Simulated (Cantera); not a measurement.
An adiabatic, constant-pressure homogeneous reactor starts with 0.838 % C₃H₈, 7.62 % O₂, 91.4 % N₂, 0.184 % CO₂, equivalence ratio 0.55, at 1775 K and 750 Torr.

Model: GRI-Mech 3.0 (53 species, 325 reactions), integrated in Cantera. GRI-Mech 3.0 was tuned for natural gas; its chemistry of propane as a main component is partial and can be far from experiment.

Problem. Predict: time of steepest temperature rise; temperature at 1.00 s; equilibrium temperature; x(O₂) at 1.00 s; x(NO) at 1.00 s; x(H) at 1.00 s.

Solution. 
* **time of steepest temperature rise**: 20.8 µs
* **temperature at 1.00 s**: 2203 K
* **equilibrium temperature**: 2203 K
* **x(O₂) at 1.00 s**: 0.0312 (gas-phase equilibrium 0.0312)
* **x(NO) at 1.00 s**: 0.00521 (gas-phase equilibrium 0.00526)
* **x(H) at 1.00 s**: 8.42e-5 (gas-phase equilibrium 8.41e-5)
